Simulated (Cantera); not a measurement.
## Gas-phase reforming

A perfectly stirred reactor is fed with CH4 : CO2 = 1.6 : 0.68 (molar parts), at 1.01 bar; it is held at 2000 K, and followed from long to short residence time.

Model: GRI-Mech 3.0 (53 species, 325 reactions), integrated in Cantera. GRI-Mech 3.0 stops at C3 and has no aromatics, soot or wall deposition, so with more carbon than oxygen in the feed, carbon stays in small species such as C2H2 where larger ones or solid carbon would form.

```json
[
 {"τ (s)": "0.88", "x CH4": "0.00558", "x CO2": "0.000516", "x HCO": "1.34e-7", "x C2H": "3.97e-6", "x H2O2": "<1e-12", "x C2H6": "5.53e-7", "x H": "0.00125"},
 {"τ (s)": "0.48", "x CH4": "0.00721", "x CO2": "0.000913", "x HCO": "1.33e-7", "x C2H": "4.02e-6", "x H2O2": "<1e-12", "x C2H6": "9.01e-7", "x H": "0.00124"},
 {"τ (s)": "0.26", "x CH4": "0.00946", "x CO2": "0.00159", "x HCO": "1.31e-7", "x C2H": "4.13e-6", "x H2O2": "<1e-12", "x C2H6": "1.53e-6", "x H": "0.00123"},
 {"τ (s)": "0.14", "x CH4": "0.0125", "x CO2": "0.00271", "x HCO": "1.30e-7", "x C2H": "4.30e-6", "x H2O2": "<1e-12", "x C2H6": "2.67e-6", "x H": "0.00121"},
 {"τ (s)": "0.078", "x CH4": "0.0163", "x CO2": "0.00432", "x HCO": "1.29e-7", "x C2H": "4.54e-6", "x H2O2": "<1e-12", "x C2H6": "4.55e-6", "x H": "0.00119"},
 {"τ (s)": "0.043", "x CH4": "0.0213", "x CO2": "0.00672", "x HCO": "1.30e-7", "x C2H": "4.88e-6", "x H2O2": "1.82e-12", "x C2H6": "7.87e-6", "x H": "0.00116"},
 {"τ (s)": "0.023", "x CH4": "0.0283", "x CO2": "0.0104", "x HCO": "1.37e-7", "x C2H": "5.31e-6", "x H2O2": "3.65e-12", "x C2H6": "1.40e-5", "x H": "0.00112"},
 {"τ (s)": "0.013", "x CH4": "0.0367", "x CO2": "0.0153", "x HCO": "1.50e-7", "x C2H": "5.71e-6", "x H2O2": "6.07e-12", "x C2H6": "2.38e-5", "x H": "0.00107"},
 {"τ (s)": "0.0069", "x CH4": "0.0495", "x CO2": "0.0237", "x HCO": "1.76e-7", "x C2H": "6.10e-6", "x H2O2": "9.14e-12", "x C2H6": "4.32e-5", "x H": "0.00101"},
 {"τ (s)": "0.0038", "x CH4": "0.0663", "x CO2": "0.0362", "x HCO": "2.18e-7", "x C2H": "6.30e-6", "x H2O2": "1.14e-11", "x C2H6": "7.60e-5", "x H": "0.000951"},
 {"τ (s)": "0.0021", "x CH4": "0.0899", "x CO2": "0.0556", "x HCO": "2.84e-7", "x C2H": "6.25e-6", "x H2O2": "1.18e-11", "x C2H6": "0.000134", "x H": "0.000887"}
]
```
x: mole fraction; the columns are a selection and need not sum to one.
